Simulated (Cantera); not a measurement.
Mixture: H₂ : O₂ : N₂ = 1 : 0.417 : 1.57 (molar parts), equivalence ratio 1.2, at 7500 Torr, adiabatic and at constant pressure. Ignition delay is the time to a rise of 400 K.

Computed with Cantera and GRI-Mech 3.0 (53 species, 325 reactions). The hydrogen kinetics of GRI-Mech 3.0 are dated; newer H2 mechanisms differ, most at raised pressure.

Question: What does this change do: pressure from 7500 Torr to 300 Torr?

Answer: 
```csv
quantity,before,after
delay at 1225 K,26.0 µs,0.112 ms
delay at 1325 K,3.99 µs,82.6 µs
delay at 1425 K,2.05 µs,69.6 µs
delay at 1525 K,1.34 µs,65.4 µs
delay at 1625 K,0.981 µs,66.6 µs
delay at 1725 K,0.768 µs,71.5 µs
```
Where the delays flatten at high temperature, the 400 K rule measures the pace of heat release, not the induction time.

Question: What does this change do: pressure from 7500 Torr to 825 Torr?

Answer: 
```json
[
 {"quantity": "delay at 1225 K", "before": "26.0 µs", "after": "38.3 µs"},
 {"quantity": "delay at 1325 K", "before": "3.99 µs", "after": "25.0 µs"},
 {"quantity": "delay at 1425 K", "before": "2.05 µs", "after": "18.6 µs"},
 {"quantity": "delay at 1525 K", "before": "1.34 µs", "after": "15.3 µs"},
 {"quantity": "delay at 1625 K", "before": "0.981 µs", "after": "13.7 µs"},
 {"quantity": "delay at 1725 K", "before": "0.768 µs", "after": "13.2 µs"}
]
```
Where the delays flatten at high temperature, the 400 K rule measures the pace of heat release, not the induction time.
